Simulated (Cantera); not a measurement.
## Reactions in the system Ba-Br-H-N

Cantera with NASA thermochemical tables; ideal gases at 1 bar, condensed phases pure. Values are per mole of reaction as written; species without (g) are pure solids or liquids, kept so even where they would boil at 1 bar.

BaBr₂ + 2 H(g) = Ba + 2 HBr(g)

```tsv
T (K)	ΔH° (kJ)	ΔS° (J/K)	ΔG° (kJ)	log10 K	condensed phases
300	248.8	81.6	224.3	-39.06	BaBr₂(s), Ba(s)
1823	172.9	1.3	170.5	-4.89	BaBr₂(l), Ba(l)
1873	171.1	0.4	170.5	-4.75	BaBr₂(l), Ba(l)
1923	169.4	-0.6	170.5	-4.63	BaBr₂(l), Ba(l)
1973	167.7	-1.4	170.5	-4.51	BaBr₂(l), Ba(l)
2023	166.0	-2.3	170.6	-4.41	BaBr₂(l), Ba(l)
```

3 Ba + N₂(g) + 6 HBr(g) = 2 NH₃(g) + 3 BaBr₂

```
T (K)  ΔH° (kJ)  ΔS° (J/K)  ΔG° (kJ)  log10 K  condensed phases
-----  --------  ---------  --------  -------  ----------------
300     -2146.4     -739.6   -1924.5   335.08   Ba(s), BaBr₂(s)
1823    -1988.0     -598.0    -897.9    25.73   Ba(l), BaBr₂(l)
1873    -1983.7     -595.7    -868.0    24.21   Ba(l), BaBr₂(l)
1923    -1979.4     -593.4    -838.3    22.77   Ba(l), BaBr₂(l)
1973    -1975.2     -591.2    -808.7    21.41   Ba(l), BaBr₂(l)
2023    -1970.8     -589.1    -779.2    20.12   Ba(l), BaBr₂(l)
```
